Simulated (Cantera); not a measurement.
Cantera run, input and output.

```python
import numpy as np
import cantera as ct

surf = ct.Interface("ptcombust.yaml", "Pt_surf")
gas = surf.adjacent["gas"]
gas.TPX = 550, 38000, {'H2': 0.0024, 'O2': 0.014, 'N2': 0.79}
surf.TP = 550, 38000
reactor = ct.FlowReactor(gas, clone=False)
reactor.area = 0.0001  # m2
reactor.surface_area_to_volume_ratio = 1200  # 1/m
reactor.mass_flow_rate = 0.72 * reactor.area * gas.density  # inlet velocity 0.72 m/s
reactor.energy_enabled = False
wall = ct.ReactorSurface(surf, reactor, clone=False)
net = ct.ReactorNet([reactor])
net.rtol, net.atol = 1e-8, 1e-16
show, cover = ['H2', 'O2', 'H2O'], ['PT(S)', 'H(S)', 'O(S)', 'OH(S)', 'CO(S)', 'C(S)']

rows = []
print(f"{'z/m':>9s}{'u/(m/s)':>9s}" + "".join(f"{s:>13s}" for s in show + cover))
for z in [0.00025, 0.00045, 0.0008, 0.0014, 0.0025, 0.0045, 0.008, 0.014, 0.025]:
    net.advance(z)
    rows.append([reactor.speed, *gas[show].X, *surf[cover].coverages])
    print(f"{z:9.4g}{rows[-1][0]:9.3g}" + "".join(f"{x:13.4e}" for x in rows[-1][1:]))
```

Result:

```
      z/m  u/(m/s)           H2           O2          H2O        PT(S)         H(S)         O(S)        OH(S)        CO(S)         C(S)
  0.00025    0.719   6.9195e-04   1.6237e-02   2.2876e-03   6.6325e-02   1.3369e-09   9.2820e-01   5.4664e-03  -3.3418e-26  -3.2823e-30
  0.00045    0.719   4.2474e-04   1.6106e-02   2.5553e-03   4.1050e-02   5.2912e-10   9.5445e-01   4.5009e-03  -4.7801e-25  -4.7430e-29
   0.0008    0.719   2.5274e-04   1.6021e-02   2.7275e-03   2.4568e-02   2.0137e-10   9.7185e-01   3.5830e-03   3.7093e-27   1.1574e-29
   0.0014    0.719   1.4886e-04   1.5970e-02   2.8315e-03   1.4540e-02   7.6734e-11   9.8265e-01   2.8039e-03  -1.0932e-25   3.8023e-30
   0.0025    0.719   8.4675e-05   1.5938e-02   2.8958e-03   8.3330e-03   2.8140e-11   9.8952e-01   2.1451e-03  -3.1571e-26  -8.6375e-31
   0.0045    0.719   4.7196e-05   1.5920e-02   2.9334e-03   4.7357e-03   1.0340e-11   9.9364e-01   1.6271e-03  -8.3229e-26  -2.7952e-30
    0.008    0.719   2.6175e-05   1.5910e-02   2.9544e-03   2.7761e-03   4.0436e-12   9.9597e-01   1.2501e-03  -1.4801e-27  -2.1135e-31
    0.014    0.719   1.4204e-05   1.5904e-02   2.9664e-03   1.7408e-03   1.7635e-12   9.9727e-01   9.9185e-04   2.2103e-28  -1.6551e-32
    0.025    0.719   6.8410e-06   1.5900e-02   2.9738e-03   1.1891e-03   8.7044e-13   9.9799e-01   8.2067e-04  -5.3654e-27  -5.5046e-31
```

Detailed kinetics in Cantera: Deutschmann's 1995 Pt surface mechanism with GRI-Mech 3.0 gas chemistry. Catalytic surfaces can have several steady states; this one follows from the mechanism file's or the stated starting coverage. Mass transfer to the wall is taken as infinitely fast.
